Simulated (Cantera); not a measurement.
An isothermal, constant-pressure homogeneous reactor starts with CO : O2 : H2O : N2 = 0.018 : 0.064 : 0.0015 : 1 (molar parts), at 1000 K and 1.09 atm.

Cantera simulation using GRI-Mech 3.0 (53 species, 325 reactions); the numbers are that mechanism's predictions, not measurements.

One state of this run: x CO = 0.000881; x O2 = 0.0516; x H2O = 0.00139; x N2O = 8.22e-7; x O = 2.29e-7; x HO2 = 7.78e-7; x H2 = 4.50e-7. x: mole fraction; the columns are a selection and need not sum to one.

Q: Which value of t (s) does it belong to?
A. 0.000200
B. 12.7
C. 0.00472
D. 0.0229

A: B, 12.7
